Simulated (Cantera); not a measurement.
**Equilibrium for roasting and sulfation: MgO + H2S + CO2**

A closed system holds: 1 mol MgO, 2.1 mol H2S, a varied amount of CO2, equilibrated at 1000 °C and 100 Torr.

Equilibrium computed with Cantera from the NASA thermochemical tables; the gas is ideal and each condensed phase is pure. Candidate condensed phases: C, C6H6, C7H8, C8H18, H2O, H2SO4, Mg, MgCO3, MgO, Mg(OH)2, MgS, MgSO4, S; 130 gas species. Gases not in the tables: S3 to S7. Equilibrium is a limit: real reactors are often held back by kinetics, nucleation or transport.

From 1.2 mol CO2 to 6 mol CO2 the condensed part is MgO(s).

```json
[
 {"n(CO2) (mol)": "1.2", "log p CO2": "-1.75", "log p H2S": "-1.50", "log p H2O": "-1.63", "log p CO": "-1.66", "log p S2": "-1.71", "log p H2": "-1.76", "log p COS": "-2.88", "n MgO(s)": "1.00"},
 {"n(CO2) (mol)": "1.4", "log p CO2": "-1.67", "log p H2S": "-1.54", "log p H2O": "-1.62", "log p CO": "-1.64", "log p S2": "-1.72", "log p H2": "-1.81", "log p COS": "-2.87", "n MgO(s)": "1.00"},
 {"n(CO2) (mol)": "1.7", "log p CO2": "-1.58", "log p H2S": "-1.61", "log p H2O": "-1.60", "log p CO": "-1.62", "log p S2": "-1.73", "log p H2": "-1.86", "log p COS": "-2.86", "n MgO(s)": "1.00"},
 {"n(CO2) (mol)": "2", "log p CO2": "-1.52", "log p H2S": "-1.67", "log p H2O": "-1.60", "log p CO": "-1.61", "log p S2": "-1.75", "log p H2": "-1.92", "log p COS": "-2.86", "n MgO(s)": "1.00"},
 {"n(CO2) (mol)": "2.3", "log p CO2": "-1.46", "log p H2S": "-1.72", "log p H2O": "-1.59", "log p CO": "-1.61", "log p S2": "-1.76", "log p H2": "-1.96", "log p COS": "-2.86", "n MgO(s)": "1.00"},
 {"n(CO2) (mol)": "2.7", "log p CO2": "-1.40", "log p H2S": "-1.79", "log p H2O": "-1.60", "log p CO": "-1.61", "log p S2": "-1.78", "log p H2": "-2.02", "log p COS": "-2.87", "n MgO(s)": "1.00"},
 {"n(CO2) (mol)": "3.2", "log p CO2": "-1.35", "log p H2S": "-1.87", "log p H2O": "-1.60", "log p CO": "-1.61", "log p S2": "-1.81", "log p H2": "-2.09", "log p COS": "-2.89", "n MgO(s)": "1.00"},
 {"n(CO2) (mol)": "3.7", "log p CO2": "-1.30", "log p H2S": "-1.95", "log p H2O": "-1.61", "log p CO": "-1.62", "log p S2": "-1.83", "log p H2": "-2.15", "log p COS": "-2.91", "n MgO(s)": "1.00"},
 {"n(CO2) (mol)": "4.4", "log p CO2": "-1.25", "log p H2S": "-2.04", "log p H2O": "-1.63", "log p CO": "-1.63", "log p S2": "-1.86", "log p H2": "-2.23", "log p COS": "-2.93", "n MgO(s)": "1.00"},
 {"n(CO2) (mol)": "5.1", "log p CO2": "-1.21", "log p H2S": "-2.12", "log p H2O": "-1.65", "log p CO": "-1.64", "log p S2": "-1.89", "log p H2": "-2.30", "log p COS": "-2.96", "n MgO(s)": "1.00"},
 {"n(CO2) (mol)": "6", "log p CO2": "-1.18", "log p H2S": "-2.22", "log p H2O": "-1.68", "log p CO": "-1.66", "log p S2": "-1.93", "log p H2": "-2.38", "log p COS": "-3.00", "n MgO(s)": "1.00"}
]
```
log p: log10 of the partial pressure in bar; n: condensed amount in mol.
